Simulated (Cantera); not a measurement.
A freely propagating, adiabatic, planar premixed flame of CH4 : O2 : N2 = 1 : 2.06 : 7.75 (molar parts), unburnt at 423 K and 0.880 bar; mixture-averaged transport, grid criteria slope 0.08 and curve 0.16, no radiation.

Model: GRI-Mech 3.0 (53 species, 325 reactions), integrated in Cantera. Burning velocities carry a grid error of a few per cent, more on coarse grids.

Problem. How do the results move with these cheaper or finer settings: unity-Lewis-number transport; multicomponent transport; multicomponent+Soret transport; grid criteria slope 0.5, curve 1; grid criteria slope 0.25, curve 0.5; grid criteria slope 0.03, curve 0.06?

Solution. 
```tsv
setting	laminar burning velocity	thermal thickness	peak x(H2)	peak x(H2O2)	grid points
as above	69.7 cm/s	0.433 mm	0.0199	1.67e-5	149
unity-Lewis-number transport	51.9 cm/s	0.492 mm	0.0199	5.07e-6	142
multicomponent transport	70.0 cm/s	0.440 mm	0.0200	1.62e-5	149
multicomponent+Soret transport	68.9 cm/s	0.440 mm	0.0189	1.63e-5	149
grid criteria slope 0.5, curve 1	74.2 cm/s	0.477 mm	0.0199	1.73e-5	44
grid criteria slope 0.25, curve 0.5	72.2 cm/s	0.450 mm	0.0200	1.69e-5	62
grid criteria slope 0.03, curve 0.06	68.5 cm/s	0.432 mm	0.0197	1.63e-5	353
```
The base run took about 9 core-seconds (a rough figure).
Unity Lewis numbers drop preferential diffusion, which matters most where H2 and H carry the flame; Soret adds thermal diffusion.
